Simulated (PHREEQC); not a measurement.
Consider water at 53 °C with 0.0097 mol AlCl3, 0.086 mol CaCl2 and 0.00012 mol Ba(OH)2 per kg of water. It is in equilibrium with CO2 at log p = 0 (atm). Otherwise closed; pH follows from the charge balance.

Computed with PHREEQC (ion-association model, phreeqc.dat).

This is a speciation only: nothing precipitates in the calculation.

What pH, specific conductance, density does the model give?

pH 3.46; specific conductance 30600 µS/cm; density 0.996 g/cm³.

In which forms is Al present?

Al+3 94 %, AlOH+2 5.8 % of the Al.

The solution is supersaturated, for example in Gibbsite (slow to form), so a real one may precipitate; this is no full list. Away from 25 °C the constants follow the database's enthalpies or fits; those with neither stay at their 25 °C values.
